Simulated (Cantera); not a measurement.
A perfectly stirred reactor is fed with CH4 : H2 : O2 : N2 : H2O = 1 : 0.61 : 2.56 : 10.5 : 1.4 (molar parts), at 320000 Pa; it is adiabatic with a 675 K inlet, and is followed from long to short residence time, starting on the burning branch (τ in s: 0.039, 0.02, 0.011, 0.0056, 0.0029, 0.0015, 0.00079, 0.00041, 0.00022, 0.00011, 5.9e-05, 3.1e-05, 1.6e-05).

Cantera simulation using GRI-Mech 3.0 (53 species, 325 reactions); the numbers are that mechanism's predictions, not measurements.

x: mole fraction; the columns are a selection and need not sum to one.

```
τ (s)    T (K)     x CH4     x H2    x O2   x H2O    x HO2
-------  -----  --------  -------  ------  ------  -------
0.039     2191   3.11e-6  0.00142  0.0166   0.251  1.98e-6
0.020     2188   5.65e-6  0.00158  0.0168   0.250  2.14e-6
0.011     2183   9.37e-6  0.00182  0.0171   0.250  2.39e-6
0.0056    2174   1.60e-5  0.00226  0.0176   0.249  2.87e-6
0.0029    2161   2.60e-5  0.00291  0.0183   0.248  3.66e-6
0.0015    2141   4.16e-5  0.00382  0.0193   0.246  4.96e-6
0.00079   2116   6.55e-5  0.00498  0.0205   0.244  6.95e-6
0.00041   2083  0.000105  0.00646  0.0222   0.241  1.00e-5
0.00022   2045  0.000169  0.00812  0.0242   0.238  1.43e-5
0.00011   1992       [?]      [?]     [?]   0.234      [?]
5.9e-5    1934  0.000544   0.0122  0.0308   0.230  3.14e-5
3.1e-5    1854       [?]      [?]     [?]   0.225      [?]
1.6e-5     675    0.0622   0.0380   0.159  0.0871   <1e-12
```

Q: What belongs in the gaps?

A: 
- 0.00011, x CH4: 0.000300
- 0.00011, x H2: 0.0102
- 0.00011, x O2: 0.0271
- 0.00011, x HO2: 2.15e-5
- 3.1e-5, x CH4: 0.00121
- 3.1e-5, x H2: 0.0147
- 3.1e-5, x O2: 0.0373
- 3.1e-5, x HO2: 5.06e-5
